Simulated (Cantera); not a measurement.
Charge: 1 mol SiO₂, 48 mol Cl₂, 0.95 mol H₂, 15 mol NF₃, at 1898.15 K and 0.100 bar.

Cantera equilibrium calculation (NASA polynomials, part measured and part estimated; ideal gas, pure solids and liquids). Candidate condensed phases: H₂O, NH₄Cl, Si, SiO₂, Si₂N₂O, Si₃N₄; 72 gas species. Equilibrium is a limit: real reactors are often held back by kinetics, nucleation or transport.

Base state: Cl 0.490, F 0.229, Cl₂ 0.100, ClF 0.0878, N₂ 0.0607, HF 0.0154, SiF₄ 0.00811, O₂ 0.00780 (mole fractions); condensed: gas only.

What changes in the equilibrium state with this change: NF₃ from 15 to 4.7 mol?


```tsv
species	before	after
Cl	0.490	0.660
Cl₂	0.100	0.181
F	0.229	0.0594
ClF	0.0878	0.0306
N₂	0.0607	0.0257
O₂	0.00780	0.0106
SiF₄	0.00811	0.0110
HF	0.0154	0.0208
F₂	4.21e-5	2.83e-6
HCl	1.16e-5	8.12e-5
```

What changes in the equilibrium state with this change: H₂ from 0.95 to 2.1 mol?


```tsv
species	before	after
Cl	0.490	0.491
F	0.229	0.215
Cl₂	0.100	0.101
HF	0.0154	0.0339
ClF	0.0878	0.0825
N₂	0.0607	0.0604
SiF₄	0.00811	0.00808
HCl	1.16e-5	2.73e-5
F₂	4.21e-5	3.70e-5
O₂	0.00780	0.00777
NO	0.000305	0.000304
```
